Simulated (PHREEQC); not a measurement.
Dissolve 0.0016 mol ZnSO4 and 0.00045 mol ZnCl2 per kg of water at 63 °C. Closed to the air; pH follows from the charge balance.

Computed with PHREEQC (ion-association model, wateq4f.dat).

This is a speciation only: nothing precipitates in the calculation.

Problem. Order these S species by the share of S that they hold, largest first: ZnSO4, SO4-2, Zn(SO4)2-2.

Solution. SO4-2 (79 %), ZnSO4 (20 %), Zn(SO4)2-2 (0.33 %)

Problem. Order these Zn species by the share of Zn that they hold, largest first: ZnCl+, Zn+2, ZnOH+, ZnSO4, Zn(SO4)2-2.

Solution. Zn+2 (83 %), ZnSO4 (16 %), ZnCl+ (0.62 %), ZnOH+ (0.24 %), Zn(SO4)2-2 (0.13 %)

The pH is 5.42 and the ionic strength 0.00641 mol/kgw. Constants without temperature data keep their 25 °C values here.
